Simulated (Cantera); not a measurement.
A perfectly stirred reactor is fed with 0.252 % CO, 1.46 % O₂, 1.26 % H₂O, 97.0 % N₂, at 180 Torr; it is held at 1223 K, and followed from long to short residence time.

Detailed kinetics in Cantera: GRI-Mech 3.0 (53 species, 325 reactions).

x: mole fraction; the columns are a selection and need not sum to one.

| τ (s) | x CO | x O₂ | x H₂O | x N₂O | x O | x H₂ | x CO₂ |
|---|---|---|---|---|---|---|---|
| 27 | (withheld) | 0.0133 | 0.0126 | 2.03e-7 | 2.09e-6 | 1.05e-6 | 0.00252 |
| 7.3 | (withheld) | 0.0133 | 0.0126 | 2.20e-7 | 4.95e-6 | 2.51e-6 | 0.00250 |
| 2.0 | (withheld) | 0.0133 | 0.0126 | 1.91e-7 | 1.16e-5 | 5.90e-6 | 0.00247 |
| 0.54 | (withheld) | 0.0134 | 0.0126 | 1.46e-7 | 2.71e-5 | 1.38e-5 | 0.00240 |
| 0.15 | (withheld) | 0.0134 | 0.0125 | 1.05e-7 | 5.93e-5 | 2.99e-5 | 0.00223 |
| 0.041 | (withheld) | 0.0136 | 0.0125 | 7.02e-8 | 0.000118 | 5.74e-5 | 0.00188 |
| 0.011 | (withheld) | 0.0139 | 0.0124 | 3.92e-8 | 0.000175 | 7.88e-5 | 0.00121 |
| 0.0030 | (withheld) | 0.0143 | 0.0125 | 9.55e-9 | 0.000112 | 3.94e-5 | 0.000367 |

Q: Fill in the missing entries.

A: 
- 27, x CO: 9.46e-6
- 7.3, x CO: 2.27e-5
- 2.0, x CO: 5.40e-5
- 0.54, x CO: 0.000128
- 0.15, x CO: 0.000292
- 0.041, x CO: 0.000647
- 0.011, x CO: 0.00132
- 0.0030, x CO: 0.00216
